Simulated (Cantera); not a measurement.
# Equilibrium for silicon epitaxy and polysilicon growth: SiH2Cl2 + Cl2 + N2

A closed system holds: 1 mol SiH2Cl2, 0.26 mol Cl2, 35 mol N2, held at 1.00 bar.

Equilibrium computed with Cantera from the NASA thermochemical tables; the gas is ideal and each condensed phase is pure. Candidate condensed phases: NH4Cl, Si, Si3N4; 28 gas species. N2 is the only nitrogen source here; it is nearly inert below about 1500 K, so the nitride shown seldom forms there in practice. The tables' values for SiCl3 are old estimates; treat these amounts as uncertain. Rates play no part.

From 1075 K to 1725 K the condensed part is Si3N4(s). The main Si-bearing gas is SiCl4 at 1075 K and SiCl2 at 1725 K. The share of Si in condensed phases is highest at 1325 K (73.8 %) and lowest at 1725 K (50.5 %).

```json
[
 {"T (K)": "1075", "x N2": "0.946", "x HCl": "0.0384", "x SiCl2": "1.89e-7", "x H2": "0.00820", "x SiCl4": "0.00764", "x SiCl3": "9.55e-6", "n Si3N4(s)": "0.240"},
 {"T (K)": "1125", "x N2": "0.946", "x HCl": "0.0390", "x SiCl2": "7.55e-7", "x H2": "0.00789", "x SiCl4": "0.00748", "x SiCl3": "2.14e-5", "n Si3N4(s)": "0.242"},
 {"T (K)": "1175", "x N2": "0.945", "x HCl": "0.0395", "x SiCl2": "2.67e-6", "x H2": "0.00761", "x SiCl4": "0.00732", "x SiCl3": "4.47e-5", "n Si3N4(s)": "0.243"},
 {"T (K)": "1225", "x N2": "0.945", "x HCl": "0.0400", "x SiCl2": "8.50e-6", "x H2": "0.00737", "x SiCl4": "0.00716", "x SiCl3": "8.77e-5", "n Si3N4(s)": "0.245"},
 {"T (K)": "1275", "x N2": "0.945", "x HCl": "0.0404", "x SiCl2": "2.46e-5", "x H2": "0.00716", "x SiCl4": "0.00698", "x SiCl3": "0.000162", "n Si3N4(s)": "0.245"},
 {"T (K)": "1325", "x N2": "0.945", "x HCl": "0.0407", "x SiCl2": "6.53e-5", "x H2": "0.00699", "x SiCl4": "0.00678", "x SiCl3": "0.000285", "n Si3N4(s)": "0.246"},
 {"T (K)": "1375", "x N2": "0.945", "x HCl": "0.0410", "x SiCl2": "0.000160", "x H2": "0.00685", "x SiCl4": "0.00651", "x SiCl3": "0.000476", "n Si3N4(s)": "0.245"},
 {"T (K)": "1425", "x N2": "0.945", "x HCl": "0.0411", "x SiCl2": "0.000364", "x H2": "0.00677", "x SiCl4": "0.00615", "x SiCl3": "0.000755", "n Si3N4(s)": "0.244"},
 {"T (K)": "1475", "x N2": "0.944", "x HCl": "0.0411", "x SiCl2": "0.000770", "x H2": "0.00675", "x SiCl4": "0.00565", "x SiCl3": "0.00113", "n Si3N4(s)": "0.240"},
 {"T (K)": "1525", "x N2": "0.944", "x HCl": "0.0409", "x SiCl2": "0.00151", "x H2": "0.00683", "x SiCl4": "0.00497", "x SiCl3": "0.00159", "n Si3N4(s)": "0.234"},
 {"T (K)": "1575", "x N2": "0.944", "x HCl": "0.0404", "x SiCl2": "0.00273", "x H2": "0.00705", "x SiCl4": "0.00411", "x SiCl3": "0.00207", "n Si3N4(s)": "0.223"},
 {"T (K)": "1625", "x N2": "0.943", "x HCl": "0.0395", "x SiCl2": "0.00453", "x H2": "0.00746", "x SiCl4": "0.00311", "x SiCl3": "0.00246", "n Si3N4(s)": "0.209"},
 {"T (K)": "1675", "x N2": "0.942", "x HCl": "0.0381", "x SiCl2": "0.00685", "x H2": "0.00810", "x SiCl4": "0.00213", "x SiCl3": "0.00265", "n Si3N4(s)": "0.190"},
 {"T (K)": "1725", "x N2": "0.941", "x HCl": "0.0362", "x SiCl2": "0.00949", "x H2": "0.00901", "x SiCl4": "0.00131", "x SiCl3": "0.00258", "n Si3N4(s)": "0.168"}
]
```
x: gas mole fraction; n: condensed amount in mol.
